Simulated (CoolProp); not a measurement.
Vapour-liquid equilibrium of hydrogen chloride (1) + propane (2) at 0.121 MPa; x and y are mole fractions of (1).

Values from CoolProp's multi-fluid Helmholtz-energy mixture model, Thol 2018 and Lemmon 2009; pair parameters Bell 2016.

```
x      bubble temperature, mixture model (°C)  bubble temperature, Raoult's law (°C)  y, mixture model  y, Raoult's law
-----  --------------------------------------  -------------------------------------  ----------------  ---------------
0.05                                      [?]                                  -44.1             0.499            0.272
0.125                                   -65.1                                  -51.2             0.755            0.519
0.2                                     -71.7                                  -56.7             0.841            0.664
0.275                                   -75.2                                  -61.0             0.879            0.758
0.35                                    -77.2                                  -64.6             0.898            0.822
0.425                                   -78.3                                  -67.7             0.908            0.867
0.5                                     -78.9                                  -70.3             0.914            0.901
0.575                                     [?]                                  -72.6             0.918            0.927
0.65                                    -79.7                                  -74.6             0.922            0.947
0.725                                     [?]                                  -76.4             0.927            0.963
0.8                                     -80.4                                  -78.1             0.936            0.976
0.875                                   -80.9                                  -79.6             0.949            0.986
0.95                                    -81.4                                  -80.9               [?]            0.995
```

Task: Some entries are withheld; supply them.

Result: 
- 0.05, bubble temperature, mixture model (°C): -52.6
- 0.575, bubble temperature, mixture model (°C): -79.3
- 0.725, bubble temperature, mixture model (°C): -80.0
- 0.95, y, mixture model: 0.974

The largest gap from Raoult's law is -15.0 K in bubble temperature, at x = 0.2. No azeotrope shows between x = 0.05 and 0.95.

The pair parameters rest on a limited set of measurements; away from them the model extrapolates. With so large a gap from Raoult's law the liquid may split in two, which this calculation doesn't test in full.
